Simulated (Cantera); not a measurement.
**Equilibrium for carbon deposition, reforming and gasification: C₂H₄ + O₂**

Input: 1 mol C₂H₄, 1.1 mol O₂, at 49.0 mbar.

Cantera equilibrium calculation (NASA polynomials, part measured and part estimated; ideal gas, pure solids and liquids). Candidate condensed phases: C, C₆H₆, C₇H₈, C₈H₁₈, H₂O; 131 gas species. Ions and electrons are included (thermal ionisation). Rates play no part.

```tsv
T (K)	x H	x CO	x H₂	x O	x H₂O	x C	x CO₂	x OH
2000	0.00496	0.489	0.456	3.49e-7	0.0404	<1e-12	0.00945	4.39e-5
2250	0.0223	0.486	0.442	1.08e-5	0.0409	<1e-12	0.00825	0.000310
2500	0.0723	0.474	0.405	0.000170	0.0391	1.99e-11	0.00738	0.00145
2750	0.178	0.447	0.330	0.00160	0.0325	2.38e-10	0.00643	0.00470
3000	0.334	0.405	0.220	0.00856	0.0182	2.19e-9	0.00452	0.00918
3250	0.487	0.364	0.113	0.0210	0.00477	2.35e-8	0.00195	0.00816
3500	0.580	0.339	0.0472	0.0284	0.000702	2.96e-7	0.000609	0.00397
3750	0.619	0.329	0.0187	0.0309	9.42e-5	3.27e-6	0.000192	0.00163
4000	0.634	0.325	0.00776	0.0317	1.45e-5	2.86e-5	6.81e-5	0.000691
4250	0.640	0.324	0.00348	0.0322	2.67e-6	0.000197	2.72e-5	0.000316
4500	0.642	0.322	0.00169	0.0332	6.00e-7	0.00108	1.22e-5	0.000160
4750	0.641	0.317	0.000876	0.0366	1.67e-7	0.00457	6.36e-6	9.24e-5
5000	0.635	0.304	0.000478	0.0460	6.00e-8	0.0142	3.96e-6	6.44e-5
```
x: gas mole fraction; nothing condenses.

From 2000 K to 5000 K nothing is condensed. The main C-bearing gas is CO throughout.
